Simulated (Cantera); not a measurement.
A Cantera script and what it prints.

```python
import numpy as np
import cantera as ct

gas_names = [...]  # 49 gases of nasa_gas.yaml made of Cl, F, H, N, Si
cond_names = """
    NH4CL(a) NH4CL(b) Si(cr) Si(L) Si3N4(a)
""".split()


# ... load() reads the species with a 1 bar reference pressure and builds the phases ...
atoms = {
    'SiHCl3': {'Si': 1, 'H': 1, 'CL': 3},
    'N2': {'N': 2},
    'HCl': {'H': 1, 'CL': 1},
    'HF': {'H': 1, 'F': 1},
}
top_T = {'Si3N4(a)': 2400}  # K; cautious upper limits of use, not melting points


# ... equilibrate(T, P, feed) seeds the gas with the atoms and calls Mixture.equilibrate('TP', solver="vcs", rtol=1e-11, max_steps=5000) ...
results = []
feed = {'SiHCl3': 1, 'N2': 11, 'HCl': 0.74, 'HF': 0.0085}  # mol
P = 6100  # Pa
for T in [1048, 1098, 1148, 1198, 1248, 1298, 1348, 1398, 1448, 1498, 1548, 1598, 1648, 1698]:
    mix = equilibrate(T, P, feed)
    results.append((T, P, feed, dict(zip(mix.species_names, mix.species_moles))))

top = {s: max(r[3][s] / sum(r[3][g] for g in gas_names) for r in results) for s in gas_names}
cols = sorted((s for s in top if top[s] > 1e-05), key=lambda s: -top[s])[:5]
seen = [c for c in cond_names if any(r[3].get(c, 0) > 1e-12 for r in results)]
print("log10 of partial pressures in bar; condensed amounts in mol")
print(f"{'T/K':>10s}" + "".join(f"{s[:9]:>10s}" for s in cols + seen))
for T, P, feed, n in results:
    ng = sum(n[g] for g in gas_names)
    print(f"{T:10.4g}" + "".join(f"{np.log10(max(n[s] / ng * P / 1e5, 1e-99)):10.3f}" for s in cols)
          + "".join(f"{n.get(c, 0):10.4g}" for c in seen))
```

It prints:

```
log10 of partial pressures in bar; condensed amounts in mol
       T/K        N2       HCL     SiCL2     SiCL4        H2  Si3N4(a)
      1048    -1.294    -2.202    -6.867    -2.545    -3.001    0.1313
      1098    -1.294    -2.196    -6.231    -2.550    -3.023    0.1328
      1148    -1.294    -2.190    -5.652    -2.555    -3.043     0.134
      1198    -1.294    -2.186    -5.124    -2.561    -3.061    0.1346
      1248    -1.295    -2.182    -4.640    -2.571    -3.077    0.1343
      1298    -1.295    -2.180    -4.198    -2.586    -3.090    0.1323
      1348    -1.295    -2.179    -3.796    -2.611    -3.099    0.1273
      1398    -1.296    -2.180    -3.433    -2.655    -3.102    0.1171
      1448    -1.298    -2.186    -3.113    -2.730    -3.096   0.09854
      1498    -1.300    -2.197    -2.842    -2.854    -3.074   0.06922
      1548    -1.303    -2.216    -2.628    -3.048    -3.033   0.02994
      1598    -1.305    -2.227    -2.506    -3.268    -3.018         0
      1648    -1.306    -2.205    -2.480    -3.402    -3.102         0
      1698    -1.307    -2.188    -2.460    -3.539    -3.181         0
```

Equilibrium computed with Cantera from the NASA thermochemical tables; the gas is ideal and each condensed phase is pure. N2 is the only nitrogen source here; it is nearly inert below about 1500 K, so the nitride shown seldom forms there in practice. The tables' values for SiCl3, SiF2, SiF3 are old estimates; treat these amounts as uncertain.
